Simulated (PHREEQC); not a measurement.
KOH is added in steps, without added water, to 1 kg of water holding 0.075 mol HBr, 0.0065 mol CaCl2 and 0.014 mol MnSO4, at 25 °C. No oxygen is let in. No CO2 enters from the air. Solids allowed: Gypsum, Portlandite, Pyrochroite. Others were left out.

Base run: PHREEQC, ion-association model, wateq4f.dat. Each further column changes one thing. The table gives pH.

| KOH added (mol) | base | diluted 10-fold with water | diluted 100-fold with water | HBr left out | no solid may form |
|---|---|---|---|---|---|
| 0 | 1.27 | 2.19 | 3.15 | ___ | 1.27 |
| 0.009167 | 1.33 | 9.34 | 11.87 | 8.85 | 1.33 |
| 0.02292 | 1.44 | 12.03 | 12.27 | 9.14 | 1.44 |
| 0.03208 | 1.53 | ___ | ___ | 11.50 | 1.53 |
| 0.04583 | 1.71 | ___ | 12.56 | 12.14 | 1.71 |
| 0.055 | 1.88 | 12.55 | 12.64 | 12.31 | 1.88 |
| 0.06417 | 2.16 | 12.63 | 12.70 | ___ | 2.16 |
| 0.07792 | 8.81 | 12.72 | 12.78 | 12.57 | 10.35 |
| 0.08708 | 8.91 | 12.77 | 12.82 | 12.64 | ___ |
| 0.1008 | 9.34 | ___ | 12.88 | 12.73 | 11.79 |
| 0.11 | 11.70 | 12.88 | 12.92 | 12.78 | 11.97 |

Question: Fill in the missing entries.

Answer: 
- 0, HBr left out: 6.50
- 0.03208, diluted 10-fold with water: 12.26
- 0.03208, diluted 100-fold with water: 12.42
- 0.04583, diluted 10-fold with water: 12.46
- 0.06417, HBr left out: 12.44
- 0.08708, no solid may form: 11.27
- 0.1008, diluted 10-fold with water: 12.84

 In at least one series the solution becomes supersaturated in solids that the run did not let form, among them Pyrochroite.
